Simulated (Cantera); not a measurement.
A closed system holds: 1 mol AlN, a varied amount of O₂, 23 mol H₂, held at 1323 K and 2.00 Pa.

These are equilibrium values from Cantera (NASA tables, ideal gas, pure condensed phases), not measurements of a reactor. Candidate condensed phases: Al, AlN, Al₂O₃, H₂O; 35 gas species. Mutual solubility and eutectic melting of coexisting phases are not modelled. Equilibrium is a limit: real reactors are often held back by kinetics, nucleation or transport.

Which condensed phases are stable at each of these points (n(O₂) (mol)): 0.12, 0.17, 0.23, 0.31, 0.42, 0.57, 0.77, 1, 1.4, 1.9, 2.6, 3.6?


| n(O₂) (mol) | condensed phases | Al condensed (%) |
|---|---|---|
| 0.12 | AlN(s) + Al₂O₃(s) | 100.0 |
| 0.17 | AlN(s) + Al₂O₃(s) | 100.0 |
| 0.23 | AlN(s) + Al₂O₃(s) | 100.0 |
| 0.31 | AlN(s) + Al₂O₃(s) | 100.0 |
| 0.42 | AlN(s) + Al₂O₃(s) | 100.0 |
| 0.57 | AlN(s) + Al₂O₃(s) | 100.0 |
| 0.77 | Al₂O₃(s) | 100.0 |
| 1 | Al₂O₃(s) | 100.0 |
| 1.4 | Al₂O₃(s) | 100.0 |
| 1.9 | Al₂O₃(s) | 100.0 |
| 2.6 | Al₂O₃(s) | 100.0 |
| 3.6 | Al₂O₃(s) | 100.0 |

From 0.12 mol O₂ to 0.57 mol O₂ the condensed part is AlN(s) + Al₂O₃(s). From 0.77 mol O₂ to 3.6 mol O₂ the condensed part is Al₂O₃(s).
